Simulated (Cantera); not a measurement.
# Silicon nitride deposition: SiF4 + NH3 + N2

Charge: 1 mol SiF4, a varied amount of NH3, 1 mol N2, equilibrated at 1050 K and 18000 Pa.

These are equilibrium values from Cantera (NASA tables, ideal gas, pure condensed phases), not measurements of a reactor. Candidate condensed phases: Si, Si3N4; 37 gas species. The tables' values for SiF3 are old estimates; treat these amounts as uncertain. The numbers say what is thermodynamically allowed, not how fast it happens.

| n(NH3) (mol) | x H2 | x N2 | x SiF4 | x HF | x SiHF3 | x SiF3 | n Si3N4(s) |
|---|---|---|---|---|---|---|---|
| 0.16 | 0.103 | 0.465 | 0.431 | 0.000520 | 0.000402 | 3.59e-5 | 0 |
| 0.25 | 0.149 | 0.450 | 0.399 | 0.000611 | 0.000460 | 3.41e-5 | 0 |
| 0.39 | 0.210 | 0.430 | 0.359 | 0.000700 | 0.000507 | 3.18e-5 | 3.70e-5 |
| 0.6 | 0.281 | 0.406 | 0.312 | 0.000774 | 0.000533 | 2.88e-5 | 5.63e-5 |
| 0.93 | 0.361 | 0.379 | 0.258 | 0.000827 | 0.000530 | 2.53e-5 | 8.70e-5 |
| 1.4 | 0.437 | 0.354 | 0.208 | 0.000852 | 0.000501 | 2.18e-5 | 0.000131 |
| 2.2 | 0.515 | 0.328 | 0.156 | 0.000850 | 0.000444 | 1.77e-5 | 0.000206 |
| 3.5 | 0.583 | 0.305 | 0.111 | 0.000820 | 0.000370 | 1.39e-5 | 0.000327 |
x: gas mole fraction; n: condensed amount in mol.

From 0.16 mol NH3 to 0.25 mol NH3 nothing is condensed. From 0.39 mol NH3 to 3.5 mol NH3 the condensed part is Si3N4(s). The main Si-bearing gas is SiF4 throughout.
